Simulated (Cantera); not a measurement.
Cantera run:

```python
import numpy as np
import cantera as ct

gas_names = """
    AL ALCL ALCL2 ALCL3 ALH ALN AL2 AL2CL6 CL CL2 H HCL H2 N NH NH2 NH3 N2 N2H2 N2H4
""".split()
cond_names = """
    AL(cr) AL(L) ALCL3(s) ALCL3(L) ALN(s) NH4CL(a) NH4CL(b)
""".split()


def load(file, names, dense=False):
    # The tables refer to 1 bar. Condensed volumes are neglected.
    table = {s.name: s for s in ct.Species.list_from_file(file)}
    out = []
    for n in names:
        d = dict(table[n].input_data)
        d["thermo"] = dict(d["thermo"], **{"reference-pressure": 1e5})
        if dense:
            d["equation-of-state"] = {"model": "constant-volume", "density": "1e6 g/cm^3"}
        out.append(ct.Species.from_dict(d))
    return out


gas = ct.Solution(thermo="ideal-gas", species=load("nasa_gas.yaml", gas_names))
cond = {s.name: ct.Solution(thermo="fixed-stoichiometry", species=[s], name=s.name)
        for s in load("nasa_condensed.yaml", cond_names, dense=True)}
atoms = {
    'Al': {'AL': 1},
    'HCl': {'H': 1, 'CL': 1},
    'N2': {'N': 2},
}
top_T = {'ALN(s)': 2750}  # K; cautious upper limits of use, not melting points


def equilibrate(T, P, feed):
    n = {}
    for name, mol in feed.items():
        for a, k in atoms[name].items():
            n[a] = n.get(a, 0.0) + k * mol
    gas.TPX = T, P, n
    mass = sum(n.values()) * gas.mean_molecular_weight
    gas.equilibrate("TP")
    valid = [c for c in cond.values() if c.min_temp <= T <= top_T.get(c.name, c.max_temp)]
    mix = ct.Mixture([(gas, mass / gas.mean_molecular_weight)] + [(c, 0.0) for c in valid])
    mix.T, mix.P = T, P
    mix.equilibrate("TP", solver="vcs", rtol=1e-11, max_steps=5000)
    return mix


results = []
feed = {'Al': 1, 'HCl': 5, 'N2': 4.5}  # mol
T = 473.15  # K
P = 220  # Pa
mix = equilibrate(T, P, feed)
results.append((T, P, feed, dict(zip(mix.species_names, mix.species_moles))))
print(gas.report(threshold=0.001))
for i in range(1, mix.n_phases):
    print(f"{mix.phase(i).name:16s} {mix.phase_moles(i):12.5e} mol")
```

Result:

```
       temperature   473.15 K
          pressure   220 Pa
           density   0.0022009 kg/m^3
  mean mol. weight   39.355 kg/kmol
   phase of matter   gas

                          1 kg             1 kmol
                     ---------------   ---------------
          enthalpy       -2.3093e+06       -9.0883e+07  J
   internal energy       -2.4093e+06       -9.4817e+07  J
           entropy            6964.6        2.7409e+05  J/K
    Gibbs function       -5.6046e+06       -2.2057e+08  J
 heat capacity c_p            956.69             37651  J/K
 heat capacity c_v            745.42             29336  J/K

                      mass frac. Y      mole frac. X     chem. pot. / RT
                     ---------------   ---------------   ---------------
             ALCL3          0.016986         0.0050137           -198.66
            AL2CL6           0.38062          0.056174           -397.32
               HCL           0.21744           0.23472           -53.835
                H2         0.0090122           0.17593           -23.896
                N2           0.37591           0.52809           -30.126
     [  +15 minor]        3.1934e-05        7.3794e-05

AL(cr)            0.00000e+00 mol
ALCL3(L)          0.00000e+00 mol
ALN(s)            0.00000e+00 mol
NH4CL(b)          0.00000e+00 mol
```

Cantera equilibrium calculation (NASA polynomials, part measured and part estimated; ideal gas, pure solids and liquids).
